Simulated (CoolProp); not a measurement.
CH2F2 (R32) along the isobar 6.28 MPa: density (kg/m³) from the reference equation and from simpler models built on Tc = 351.3 K, pc = 5.783 MPa, ω = 0.277; each cubic takes its own stable root.

Values from CoolProp's reference Helmholtz-energy equation of state, Tillner-Roth 1997.

```
T (K)          phase  reference  van der Waals  Redlich-Kwong  Soave-Redlich-Kwong  Peng-Robinson
-----  -------------  ---------  -------------  -------------  -------------------  -------------
196.4         liquid       1288          664.7          973.5                999.4           1125
212.3         liquid       1248          647.8          943.4                972.2           1096
228.1         liquid       1206          630.0          911.1                942.4           1063
244           liquid       1162          610.9          876.0                909.1           1027
259.8         liquid       1116          590.3          837.9                872.3          986.0
275.7         liquid       1066          567.6          795.8                830.4          939.2
291.5         liquid       1012          542.3          749.0                782.7          885.3
307.3         liquid      951.1          513.4          695.4                726.7          821.3
323.2         liquid      877.6          478.2          631.0                657.6          741.2
339           liquid      778.8          431.8          546.6                564.4          632.0
354.9  supercritical      467.6          343.3          372.3                346.3          372.2
370.7  supercritical      191.3          186.2          186.1                177.2          186.4
386.5  supercritical      156.2          155.5          154.6                147.4          154.0
402.4  supercritical      136.6          137.9          136.5                130.2          135.3
418.2  supercritical      123.4          125.7          124.0                118.2          122.5
434.1  supercritical      113.5          116.2          114.4                109.1          112.7
```
